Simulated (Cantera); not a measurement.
**Premixed flame**

A freely propagating, adiabatic, planar premixed flame of 12.0 % CH4, 18.5 % O2, 69.5 % N2, equivalence ratio 1.3, unburnt at 325 K and 760 Torr; multicomponent+Soret transport, grid criteria slope 0.08 and curve 0.16, no radiation.

Cantera simulation using GRI-Mech 3.0 (53 species, 325 reactions); the numbers are that mechanism's predictions, not measurements. Burning velocities carry a grid error of a few per cent, more on coarse grids.

```tsv
z (mm)	T (K)	u (m/s)	x CH4	x O2	x HCN	x C2H	x H2O	x C2H6
-1.72	325	0.288	0.120	0.185	<1e-8	<1e-8	2.09e-5	1.57e-8
-1.15	328	0.291	0.119	0.184	<1e-8	<1e-8	0.000330	5.08e-7
-0.860	343	0.305	0.117	0.184	3.53e-8	<1e-8	0.00188	5.21e-6
-0.573	463	0.415	0.107	0.176	5.86e-7	<1e-8	0.0141	9.89e-5
-0.287	1000	0.917	0.0705	0.128	5.74e-6	<1e-8	0.0687	0.00108
-0.143	1424	1.32	0.0383	0.0816	1.23e-5	<1e-8	0.115	0.00135
0	1794	1.69	0.00948	0.0335	2.26e-5	4.66e-7	0.158	0.000182
0.143	1951	1.84	0.000909	0.00912	2.84e-5	7.56e-7	0.177	2.08e-6
0.287	1988	1.87	6.49e-5	0.00248	2.15e-5	1.80e-7	0.181	1.36e-8
0.573	2008	1.88	6.29e-7	0.000601	9.43e-6	<1e-8	0.180	<1e-8
1.15	2027	1.90	<1e-8	0.000326	2.37e-6	<1e-8	0.181	<1e-8
2.29	2047	1.92	<1e-8	0.000170	3.85e-7	<1e-8	0.182	<1e-8
4.59	2063	1.93	<1e-8	6.66e-5	4.48e-8	<1e-8	0.183	<1e-8
```
x: mole fraction of selected species; z is measured from the peak of heat release.

laminar burning velocity: 28.8 cm/s
thermal thickness: 0.573 mm
peak x(HCN): 2.86e-5
peak x(C2H): 8.95e-7
peak x(C2H6): 0.00147
grid points: 152
